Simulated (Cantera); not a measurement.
Charge: 1 mol BN, 36 mol Cl₂, 7.4 mol N₂, 0.21 mol H₂O, held at 1075 °C.

Equilibrium computed with Cantera from the NASA thermochemical tables; the gas is ideal and each condensed phase is pure. Candidate condensed phases: B, BN, B₂O₃, B₃O₃H₃, H₂O, NH₄Cl; 49 gas species. The tables' values for BOCl are old estimates; treat these amounts as uncertain. Kinetics and transport are ignored.

x: gas mole fraction; nothing condenses.

```tsv
P (Pa)	x Cl	x Cl₂	x N₂	x BCl₃
1	0.858	0.0209	0.103	0.0103
5.20	0.780	0.0900	0.110	0.0110
27	0.586	0.264	0.127	0.0128
140	…	…	…	…
720	0.176	0.632	0.165	0.0165
3700	0.0825	0.716	0.173	0.0174
19000	…	0.756	0.177	0.0178
100000	0.0165	0.775	0.179	0.0179
```

Q: Some entries are withheld; supply them.

A: 
- 140, x Cl: 0.346
- 140, x Cl₂: 0.478
- 140, x N₂: 0.149
- 140, x BCl₃: 0.0150
- 19000, x Cl: 0.0374
